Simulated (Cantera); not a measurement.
Charge: 1 mol C2H2, 2.7 mol CO2, 1.5 mol H2, equilibrated at 0.133 bar.

These are equilibrium values from Cantera (NASA tables, ideal gas, pure condensed phases), not measurements of a reactor. Candidate condensed phases: C, C6H6, C7H8, C8H18, H2O; 110 gas species. The numbers say what is thermodynamically allowed, not how fast it happens. All values below are at 2127 °C.

Base state: CO 0.618, H2 0.263, H2O 0.0680, CO2 0.0270, H 0.0224, OH 0.00106, O 6.03e-5 (mole fractions); condensed: gas only.

Question: What changes in the equilibrium state with this change: CO2 from 2.7 to 0.53 mol?

Answer: 
```csv
species,before,after
H2,0.263,0.667
CO,0.618,0.292
H,0.0224,0.0356
H2O,0.0680,8.19e-7
CO2,0.0270,6.08e-8
C2H2 (acetylene),<1e-9,0.00465
OH,0.00106,8.03e-9
O,6.03e-5,<1e-9
"C(graphite), mol",0,1.44
```
